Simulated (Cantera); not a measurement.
A freely propagating, adiabatic, planar premixed flame of 12.0 % CH4, 18.5 % O2, 69.5 % N2, equivalence ratio 1.3, unburnt at 475 K and 13300 Pa; mixture-averaged transport, grid criteria slope 0.08 and curve 0.16, no radiation.

Cantera simulation using GRI-Mech 3.0 (53 species, 325 reactions); the numbers are that mechanism's predictions, not measurements. Burning velocities carry a grid error of a few per cent, more on coarse grids.

### Question
Predict: laminar burning velocity; thermal thickness; peak x(C2H); peak x(H2).

### Answer
```json
{
 "laminar_burning_velocity": "98.9 cm/s",
 "thermal_thickness": "2.33 mm",
 "peak x(C2H)": "1.38e-6",
 "peak x(H2)": "0.0523"
}
```
